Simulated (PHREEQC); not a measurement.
Synthetic water in mmol/kgw, 5 °C, pH 2.21, pe 9.1:

```
constituent  mmol/kgw
-----------  --------
Na               80.7
K              0.0169
Ca             0.0671
Mg               19.5
Cl               46.1
S(6)             67.2
Al               19.6
Li               1.43
B               0.224
Cd             0.0312
N(5)             2.54
```

Valence states are taken as typed.

All values are PHREEQC results (ion-association model, phreeqc.dat), not measurements.

```json
[
 {"quantity": "ionic strength (mol/kgw)", "before": "0.183", "after": "0.209"},
 {"quantity": "SO4-2 (mol/kgw)", "before": "0.0318", "after": "0.0291"},
 {"quantity": "Mg+2 (mol/kgw)", "before": "0.0133", "after": "0.0280"},
 {"quantity": "MgSO4 (mol/kgw)", "before": "0.00617", "after": "0.0109"},
 {"quantity": "HSO4- (mol/kgw)", "before": "0.00528", "after": "0.00464"},
 {"quantity": "Al(SO4)2- (mol/kgw)", "before": "0.00370", "after": "0.00322"},
 {"quantity": "SI of Gypsum (CaSO4:2H2O)", "before": "-2.23", "after": "-2.28"},
 {"quantity": "SI of Halite (NaCl)", "before": "-4.26", "after": "-4.27"}
]
```

What was changed between the two runs?
A) Cd from 0.0312 to 0.0936 mmol/kgw
B) Mg from 19.5 to 39 mmol/kgw
C) temperature from 5 to 80 °C at the same typed pH

B, Mg from 19.5 to 39 mmol/kgw

No solid was allowed to form. Away from 25 °C the constants follow the database's enthalpies or fits; those with neither stay at their 25 °C values.
